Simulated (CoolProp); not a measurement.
CF4 (R14) at 484.15 K and 1.26 MPa flows at 6.6 m/s in a round tube of 100 mm bore and 0.25 µm roughness, fully developed (64/Re and Nu = 3.66 if laminar; Colebrook and Gnielinski if turbulent). Each further row changes one setting.

Model: reference Helmholtz-energy equation of state, Platzer 1990, in CoolProp. This equation is an older, rougher fit.

```
case               Reynolds number  Darcy friction factor  pressure drop (Pa/m)  heat-transfer coefficient (W/(m² K))  mass flow (kg/h)
-----------------  ---------------  ---------------------  --------------------  ------------------------------------  ----------------
as stated                   705000                 0.0124                  74.5                                   279              5140
velocity 13.2 m/s          1410000                 0.0111                   265                                   495             10300
diameter 200 mm            1410000                 0.0110                  33.1                                   247             20600
```

Viscosity comes from a separate model (Huber 2003), an estimate that may be off by 10 % or more. Thermal conductivity comes from a separate model (Huber 2003), an estimate that may be off by 10 % or more.
